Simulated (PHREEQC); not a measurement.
Dissolve 0.012 mol/kgw CuSO4 and 0.055 mol/kgw H2SO4 at 15 °C. It is in equilibrium with CO2 at log p = 0 (atm). Otherwise closed; pH follows from the charge balance.

Computed with PHREEQC (ion-association model, phreeqc.dat).

Each row changes one thing in this solution. Precipitation was switched off in this run.

| case | pH | ionic strength (mol/kgw) | HSO4- (mol/kgw) | SO4-2 (mol/kgw) | (CO2)2 (mol/kgw) | HCO3- (mol/kgw) |
|---|---|---|---|---|---|---|
| as made | 1.25 | 0.112 | 0.0423 | 0.0205 | 2.59e-5 | 3.94e-7 |
| CuSO4 replaced by Na2SO4 at the same molality | 1.27 | 0.111 | 0.0441 | 0.0220 | 2.59e-5 | 4.05e-7 |
| 0.0063 mol/kgw HCl added | 1.22 | 0.117 | ___ | ___ | 2.59e-5 | 3.67e-7 |
| 0.009 mol/kgw KBr added | 1.25 | 0.121 | 0.0418 | 0.0207 | 2.59e-5 | 3.95e-7 |
| H2SO4 from 0.055 to 0.011 mol/kgw | 1.89 | 0.0510 | 0.00692 | 0.0120 | 2.63e-5 | 1.61e-6 |
| temperature from 15 to 90 °C | 1.38 | 0.0865 | 0.0589 | 0.00590 | 1.03e-5 | 1.48e-7 |
| H2SO4 left out | 3.69 | 0.0333 | 8.29e-5 | 0.00832 | 2.64e-5 | 9.86e-5 |

Question: What belongs in the gaps?

Answer: 
- 0.0063 mol/kgw HCl added, HSO4- (mol/kgw): 0.0432
- 0.0063 mol/kgw HCl added, SO4-2 (mol/kgw): 0.0197

At this temperature some constants are extrapolated from 25 °C, and those without enthalpy data are left unchanged.
